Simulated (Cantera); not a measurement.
Cantera run, input and output.

```python
import numpy as np
import cantera as ct

gas = ct.Solution("gri30.yaml", transport_model="mixture-averaged")
show = ['CH4', 'CH3', 'CO2']

rows = []
print(f"{'T/K':>7s}{'rho':>11s}{'cp':>10s}{'mu':>11s}{'lambda':>11s}{'Pr':>7s}" + "".join(f"{'D_' + s:>11s}" for s in show))
for T in [400, 600, 800, 1000, 1200, 1400]:
    gas.TPX = T, 1333, {'O2': 0.85}
    Pr = gas.cp_mass * gas.viscosity / gas.thermal_conductivity
    D = [gas.mix_diff_coeffs_mole[gas.species_index(s)] for s in show]
    rows.append([gas.density, gas.cp_mass, gas.viscosity, gas.thermal_conductivity, Pr, *D])
    print(f"{T:7g}{gas.density:11.4e}{gas.cp_mass:10.1f}{gas.viscosity:11.4e}"
          f"{gas.thermal_conductivity:11.4e}{Pr:7.3f}" + "".join(f"{d:11.4e}" for d in D))
print("SI units: kg/m3, J/kg/K, Pa s, W/m/K, m2/s")
```

Result:

```
    T/K        rho        cp         mu     lambda     Pr      D_CH4      D_CH3      D_CO2
    400 1.2825e-02     941.4 2.5629e-05 3.3852e-02  0.713 2.8642e-03 2.8773e-03 2.0065e-03
    600 8.5500e-03    1002.6 3.4077e-05 4.8204e-02  0.709 5.7771e-03 5.8060e-03 4.1090e-03
    800 6.4125e-03    1054.7 4.1353e-05 6.1440e-02  0.710 9.4126e-03 9.4618e-03 6.7436e-03
   1000 5.1300e-03    1090.2 4.7912e-05 7.3608e-02  0.710 1.3696e-02 1.3769e-02 9.8514e-03
   1200 4.2750e-03    1114.2 5.3973e-05 8.4942e-02  0.708 1.8576e-02 1.8676e-02 1.3393e-02
   1400 3.6643e-03    1134.2 5.9661e-05 9.5657e-02  0.707 2.4015e-02 2.4145e-02 1.7340e-02
SI units: kg/m3, J/kg/K, Pa s, W/m/K, m2/s
```

Detailed kinetics in Cantera: GRI-Mech 3.0 (53 species, 325 reactions).
